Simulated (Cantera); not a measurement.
A closed system holds: 1 mol Pb, 1.1 mol CO, 0.47 mol H₂, at 1000 Pa.

Equilibrium computed with Cantera from the NASA thermochemical tables; the gas is ideal and each condensed phase is pure. Candidate condensed phases: C, C₆H₆, C₇H₈, C₈H₁₈, H₂O, Pb, PbO, PbO₂, Pb₃O₄; 113 gas species. Equilibrium is a limit: real reactors are often held back by kinetics, nucleation or transport.

x: gas mole fraction; n: condensed amount in mol.

```tsv
T (K)	x CO	x H₂	x CO₂	x Pb	x H₂O	x CH₄	x Pb₂	n C(graphite)	n Pb(l)
750	0.245	0.340	0.335	9.48e-7	0.0759	0.00370	<1e-12	0.452	1.000
800	[?]	0.331	[?]	[?]	[?]	[?]	<1e-12	[?]	1.000
850	0.597	0.312	0.0768	3.18e-5	0.0132	0.000606	7.03e-12	0.129	1.000
900	0.667	0.303	0.0248	0.000137	0.00490	0.000286	8.12e-11	0.0449	1.000
950	0.689	0.300	0.00795	0.000503	0.00193	0.000151	7.20e-10	0.0151	0.999
1000	0.696	0.299	0.00275	0.00162	0.000822	8.54e-5	5.10e-9	0.00546	0.997
1050	0.696	0.298	0.00104	0.00465	0.000376	5.08e-5	2.98e-8	0.00214	0.993
1100	0.692	0.296	[?]	[?]	[?]	[?]	[?]	[?]	0.981
1150	0.680	0.291	0.000182	0.0290	9.27e-5	1.98e-5	6.33e-7	0.000413	0.953
1200	0.655	0.280	8.12e-5	0.0643	4.76e-5	1.24e-5	2.40e-6	0.000195	0.892
1250	0.607	0.259	3.54e-5	0.134	2.37e-5	7.39e-6	8.12e-6	0	0.758
```

Task: Fill in the missing entries.

Result: 
- 800, x CO: 0.441
- 800, x CO₂: 0.192
- 800, x Pb: 6.14e-6
- 800, x H₂O: 0.0341
- 800, x CH₄: 0.00147
- 800, n C(graphite): 0.288
- 1100, x CO₂: 0.000422
- 1100, x Pb: 0.0121
- 1100, x H₂O: 0.000183
- 1100, x CH₄: 3.14e-5
- 1100, x Pb₂: 1.48e-7
- 1100, n C(graphite): 0.000911
